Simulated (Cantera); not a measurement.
Mixture: 22.8 % H2, 15.2 % O2, 57.2 % N2, 4.79 % H2O, at 760 Torr, adiabatic and at constant volume. Ignition delay is the time to a rise of 400 K.

Cantera simulation using the H2/O2 subset of GRI-Mech 3.0, which has no nitrogen chemistry; the numbers are that mechanism's predictions, not measurements.

### Question
Predict: delay at 975 K; delay at 1050 K; delay at 1125 K; delay at 1200 K; delay at 1275 K; delay at 1350 K; delay at 1425 K.

### Answer
```
Property           Result
---------------  --------
delay at 975 K    13.1 ms
delay at 1050 K  0.195 ms
delay at 1125 K   82.4 µs
delay at 1200 K   49.1 µs
delay at 1275 K   33.6 µs
delay at 1350 K   25.1 µs
delay at 1425 K   20.0 µs
```
